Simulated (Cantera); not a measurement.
Cantera run:

```python
import numpy as np
import cantera as ct

gas_names = """
    B BH BH2 BH3 B2 H H2
""".split()
cond_names = """
    B(b) B(L)
""".split()


# ... load() reads the species with a 1 bar reference pressure and builds the phases ...
atoms = {
    'B2H6': {'B': 2, 'H': 6},
    'H2': {'H': 2},
}
top_T = {}  # K; cautious upper limits of use, not melting points


# ... equilibrate(T, P, feed) seeds the gas with the atoms and calls Mixture.equilibrate('TP', solver="vcs", rtol=1e-11, max_steps=5000) ...
results = []
feed = {'B2H6': 1, 'H2': 1.4}  # mol
P = 33000  # Pa
for T in [1725, 1800, 1875, 1950, 2025, 2100, 2175, 2250, 2325, 2400]:
    mix = equilibrate(T, P, feed)
    results.append((T, P, feed, dict(zip(mix.species_names, mix.species_moles))))

top = {s: max(r[3][s] / sum(r[3][g] for g in gas_names) for r in results) for s in gas_names}
cols = sorted((s for s in top if top[s] > 1e-06), key=lambda s: -top[s])[:6]
seen = [c for c in cond_names if any(r[3].get(c, 0) > 1e-12 for r in results)]
print("log10 of partial pressures in bar; condensed amounts in mol")
print(f"{'T/K':>10s}" + "".join(f"{s[:9]:>10s}" for s in cols + seen))
for T, P, feed, n in results:
    ng = sum(n[g] for g in gas_names)
    print(f"{T:10.4g}" + "".join(f"{np.log10(max(n[s] / ng * P / 1e5, 1e-99)):10.3f}" for s in cols)
          + "".join(f"{n.get(c, 0):10.4g}" for c in seen))
```

Result:

```
log10 of partial pressures in bar; condensed amounts in mol
       T/K        H2         H       BH2         B       BH3        BH      B(b)      B(L)
      1725    -0.482    -3.972    -4.610    -9.185    -5.531    -8.557         2         0
      1800    -0.482    -3.687    -4.367    -8.484    -5.420    -8.011     1.999         0
      1875    -0.482    -3.424    -4.145    -7.840    -5.319    -7.508     1.999         0
      1950    -0.483    -3.182    -3.940    -7.246    -5.227    -7.045     1.998         0
      2025    -0.483    -2.957    -3.751    -6.697    -5.143    -6.618     1.998         0
      2100    -0.484    -2.749    -3.577    -6.187    -5.065    -6.222     1.996         0
      2175    -0.486    -2.554    -3.415    -5.714    -4.994    -5.853     1.995         0
      2250    -0.488    -2.373    -3.265    -5.272    -4.930    -5.511     1.992         0
      2325    -0.491    -2.204    -3.127    -4.859    -4.871    -5.192     1.989         0
      2400    -0.495    -2.046    -3.021    -4.496    -4.842    -4.917         0     1.986
```

Method: chemical equilibrium by Gibbs-energy minimisation in Cantera with the NASA 1993 tables (ideal gas, pure condensed phases). The feed counts by its element totals alone. The tables' values for BH2 are old estimates; treat these amounts as uncertain. Gases not in the tables: B2H6 and higher boranes.
